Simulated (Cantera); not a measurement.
What does this Cantera script print?

```python
import numpy as np
import cantera as ct

gas_names = """
    CL CL2 H HCL H2 N NH NH2 NH3 N2 N2H2 N2H4 Si SiCL SiCL2 SiCL3 SiCL4 SiH SiHCL3 SiH2 SiH2CL2 SiH3
    SiH3CL SiH4 SiN Si2 Si2N Si3
""".split()
cond_names = """
    NH4CL(a) NH4CL(b) Si(cr) Si(L) Si3N4(a)
""".split()


# ... load() reads the species with a 1 bar reference pressure and builds the phases ...
atoms = {
    'SiH2Cl2': {'Si': 1, 'H': 2, 'CL': 2},
    'HCl': {'H': 1, 'CL': 1},
    'N2': {'N': 2},
}
top_T = {'Si3N4(a)': 2400}  # K; cautious upper limits of use, not melting points


# ... equilibrate(T, P, feed) seeds the gas with the atoms and calls Mixture.equilibrate('TP', solver="vcs", rtol=1e-11, max_steps=5000) ...
results = []
feed = {'SiH2Cl2': 1, 'HCl': 0.4, 'N2': 22}  # mol
P = 4300  # Pa
for T in [1223, 1298, 1373, 1448, 1523, 1598, 1673, 1748]:
    mix = equilibrate(T, P, feed)
    results.append((T, P, feed, dict(zip(mix.species_names, mix.species_moles))))

top = {s: max(r[3][s] / sum(r[3][g] for g in gas_names) for r in results) for s in gas_names}
cols = sorted((s for s in top if top[s] > 1e-06), key=lambda s: -top[s])[:7]
seen = [c for c in cond_names if any(r[3].get(c, 0) > 1e-12 for r in results)]
print("log10 of partial pressures in bar; condensed amounts in mol")
print(f"{'T/K':>10s}" + "".join(f"{s[:9]:>10s}" for s in cols + seen))
for T, P, feed, n in results:
    ng = sum(n[g] for g in gas_names)
    print(f"{T:10.4g}" + "".join(f"{np.log10(max(n[s] / ng * P / 1e5, 1e-99)):10.3f}" for s in cols)
          + "".join(f"{n.get(c, 0):10.4g}" for c in seen))
```

Output:

```
log10 of partial pressures in bar; condensed amounts in mol
       T/K        N2       HCL        H2     SiCL2     SiCL4     SiCL3         H  Si3N4(a)
      1223    -1.409    -2.509    -3.202    -5.317    -3.522    -4.870    -8.123    0.2745
      1298    -1.410    -2.505    -3.212    -4.651    -3.567    -4.497    -7.576    0.2732
      1373    -1.410    -2.508    -3.207    -4.084    -3.657    -4.203    -7.081    0.2656
      1448    -1.411    -2.523    -3.176    -3.632    -3.843    -4.020    -6.623    0.2456
      1523    -1.411    -2.560    -3.108    -3.311    -4.181    -3.983    -6.190    0.2108
      1598    -1.412    -2.623    -3.021    -3.106    -4.658    -4.079    -5.784    0.1677
      1673    -1.412    -2.706    -2.938    -2.977    -5.202    -4.249    -5.413    0.1243
      1748    -1.412    -2.803    -2.873    -2.892    -5.763    -4.453    -5.078   0.08528
```

Equilibrium computed with Cantera from the NASA thermochemical tables; the gas is ideal and each condensed phase is pure. N2 is the only nitrogen source here; it is nearly inert below about 1500 K, so the nitride shown seldom forms there in practice. The tables' values for SiCl3, SiCl are old estimates; treat these amounts as uncertain.
